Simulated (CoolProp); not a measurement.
Saturated liquid density (kg/m³) of the fluoroketone C6F12O (FK-5-1-12): the reference equation beside estimates from Tc = 441.8 K, pc = 1.869 MPa, ω = 0.471.

Values from CoolProp's reference Helmholtz-energy equation of state, McLinden 2015.

| T (K) | reference | van der Waals | Soave-Redlich-Kwong |
|---|---|---|---|
| 293.5 | 1616 | 945.5 | 1476 |
| 313.3 | 1556 | 910.5 | 1420 |
| 333.1 | 1491 | (withheld) | 1354 |
| 352.9 | 1420 | 830.0 | 1279 |
| 372.6 | 1341 | 782.6 | (withheld) |
| 392.4 | (withheld) | 727.1 | 1082 |
| 412.2 | (withheld) | 658.7 | 943.7 |
| 432 | (withheld) | (withheld) | 740.9 |

**Question.** What belongs in the gaps?

**Answer.** 
- 333.1, van der Waals: 872.3
- 372.6, Soave-Redlich-Kwong: 1190
- 392.4, reference: 1249
- 412.2, reference: 1135
- 432, reference: 959.7
- 432, van der Waals: 559.7

Absolute difference from the reference over all 8 rows, mean and median: van der Waals 41.6 and 41.6 %, Soave-Redlich-Kwong 12.6 and 10.6 %.
